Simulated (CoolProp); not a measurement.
Vapour-liquid equilibrium of carbon dioxide (1) + R143a (2) at -14.05 °C; x and y are mole fractions of (1).

The numbers come from the multi-fluid Helmholtz-energy mixture model, Span 1996 and Lemmon and Jacobsen 2000; pair parameters Bell 2016 in CoolProp.

| x | bubble pressure, mixture model (MPa) | bubble pressure, Raoult's law (MPa) | y, mixture model | y, Raoult's law |
|---|---|---|---|---|
| 0.05 | 0.4678 | 0.4884 | 0.189 | 0.241 |
| 0.2 | 0.7521 | 0.7833 | 0.551 | 0.602 |
| 0.35 | 1.073 | 1.078 | 0.728 | 0.765 |
| 0.5 | 1.388 | 1.373 | 0.825 | 0.858 |
| 0.65 | 1.681 | 1.668 | 0.887 | 0.918 |
| 0.8 | 1.962 | 1.963 | 0.935 | 0.960 |
| 0.95 | 2.252 | 2.258 | 0.983 | 0.991 |

The largest gap from Raoult's law is -4.2 % in bubble pressure, at x = 0.05. No azeotrope shows between x = 0.05 and 0.95.

Pair parameters are fitted to limited data, so mixtures are less certain than the pure fluids. The gap from Raoult's law changes sign with composition, which may be real or a fault of the pair parameters; it wasn't checked against measurements.
